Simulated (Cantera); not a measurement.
# Oxide etching and cleaning by halides: CaO + F₂ + O₂

Feed: 1 mol CaO, 15 mol F₂, 0.31 mol O₂, at 1048.15 K and 10000 Pa.

Cantera equilibrium calculation (NASA polynomials, part measured and part estimated; ideal gas, pure solids and liquids). Candidate condensed phases: Ca, CaF₂, CaO; 13 gas species. Equilibrium is a limit: real reactors are often held back by kinetics, nucleation or transport.

```
Quantity                             Result
--------------------------------  ---------
x(F₂)                                 0.582
x(F)                                  0.373
x(O₂)                                0.0445
x(FO₂)                              8.99e-6
x(FO)                               2.95e-6
x(F₂O)                              2.20e-6
n(CaF₂(s))                         1.00 mol
gas amount                        18.21 mol
log10 activity of Ca(s) (absent)     -50.99
```
